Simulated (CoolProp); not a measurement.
R11 at 298.15 K and 0.0731 MPa is compressed adiabatically to 0.272 MPa with isentropic efficiency 0.9. Each further row changes one setting.

The numbers come from the reference Helmholtz-energy equation of state, Jacobsen 1992 in CoolProp.

```json
[
 {"case": "as stated", "work (kJ/kg)": "27.2", "final temperature (K)": "347.9", "final density (kg/m³)": "13.7"},
 {"case": "efficiency 1", "work (kJ/kg)": "24.4", "final temperature (K)": "343.7", "final density (kg/m³)": "13.9"},
 {"case": "efficiency 0.65", "work (kJ/kg)": "37.6", "final temperature (K)": "364.1", "final density (kg/m³)": "13.0"}
]
```
